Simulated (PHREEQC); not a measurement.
Make-up at 68 °C: 0.0047 mol Na2S, 0.015 mol NaCl, 0.00011 mol ZnCl2 and 0.0084 mol H3BO3 per kg of water. Closed to the air; pH follows from the charge balance.

Computed with PHREEQC (ion-association model, phreeqc.dat).

This is a speciation only: nothing precipitates in the calculation.

Problem. What pH does the model give?

Solution. pH 8.94.

Problem. In which forms is B present?

Solution. H2BO3- 54 %, H3BO3 46 % of the B.

Saturation is exceeded, for instance for Sphalerite (slow to form); the values hold only as long as no solid forms. Complexes and solids missing from the database can't appear. Constants without temperature data keep their 25 °C values here.
